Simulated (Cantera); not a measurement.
Input: 1 mol SiH4, 0.2 mol NH3, equilibrated at 1325 K and 1.33 mbar.

Cantera equilibrium calculation (NASA polynomials, part measured and part estimated; ideal gas, pure solids and liquids). Candidate condensed phases: Si, Si3N4; 18 gas species. Mutual solubility and eutectic melting of coexisting phases are not modelled. The numbers say what is thermodynamically allowed, not how fast it happens.

Base state: H2 0.999, N2 0.000712, H 4.48e-5 (mole fractions); condensed: Si(s) + Si3N4(s).

Problem. What changes in the equilibrium state with this change: temperature from 1325 K to 1773 K?

Solution. 
```
species          before    after
-------------  --------  -------
H2                0.999    0.949
N2             0.000712   0.0414
H               4.48e-5  0.00759
Si              7.07e-8  0.00160
SiH             1.87e-8  7.02e-5
SiH2            1.16e-7  2.34e-5
Si(s), mol        0.852        0
Si3N4(s), mol    0.0492        0
Si(l), mol            0    0.996
```
Gases not in the tables: Si2H6 and higher silanes.
